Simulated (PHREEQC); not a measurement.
K2CO3 is added in steps, without added water, to 1 kg of water holding 7.9 mmol/kgw HCl and 6.5 mmol/kgw NiCl2, at 70 °C. Oxygen is held at 0.21 atm. No CO2 enters from the air. The run lets Ni(OH)2, NiCO3 precipitate or redissolve, and no other solid.

Base run: PHREEQC, ion-association model, wateq4f.dat. Each further column changes one thing. The table gives Ni+2 (mol/kgw).

```json
[
 {"K2CO3 added (mol)": "0", "base": "0.00633", "HCl left out": "0.00638", "HCl from 0.0079 to 0.0158 mol/kgw": "0.00628", "NiCl2 from 0.0065 to 0.00975 mol/kgw": "0.00944", "no solid may form": "0.00633"},
 {"K2CO3 added (mol)": "0.00735", "base": "0.00372", "HCl left out": "4.09e-5", "HCl from 0.0079 to 0.0158 mol/kgw": "0.00627", "NiCl2 from 0.0065 to 0.00975 mol/kgw": "0.00659", "no solid may form": "0.00372"},
 {"K2CO3 added (mol)": "0.01365", "base": "0.000214", "HCl left out": "8.95e-7", "HCl from 0.0079 to 0.0158 mol/kgw": "0.00249", "NiCl2 from 0.0065 to 0.00975 mol/kgw": "0.00184", "no solid may form": "0.000214"},
 {"K2CO3 added (mol)": "0.021", "base": "7.89e-7", "HCl left out": "7.48e-8", "HCl from 0.0079 to 0.0158 mol/kgw": "0.000145", "NiCl2 from 0.0065 to 0.00975 mol/kgw": "1.76e-5", "no solid may form": "7.89e-7"},
 {"K2CO3 added (mol)": "0.02835", "base": "6.17e-8", "HCl left out": "2.31e-8", "HCl from 0.0079 to 0.0158 mol/kgw": "1.17e-6", "NiCl2 from 0.0065 to 0.00975 mol/kgw": "6.68e-7", "no solid may form": "6.17e-8"},
 {"K2CO3 added (mol)": "0.03465", "base": "2.30e-8", "HCl left out": "1.25e-8", "HCl from 0.0079 to 0.0158 mol/kgw": "9.09e-8", "NiCl2 from 0.0065 to 0.00975 mol/kgw": "1.04e-7", "no solid may form": "2.30e-8"},
 {"K2CO3 added (mol)": "0.042", "base": "1.14e-8", "HCl left out": "7.56e-9", "HCl from 0.0079 to 0.0158 mol/kgw": "2.48e-8", "NiCl2 from 0.0065 to 0.00975 mol/kgw": "3.41e-8", "no solid may form": "1.14e-8"}
]
```

Constants without temperature data keep their 25 °C values here. The database's nickel carbonate constants are estimates that later reviews lower a good deal.
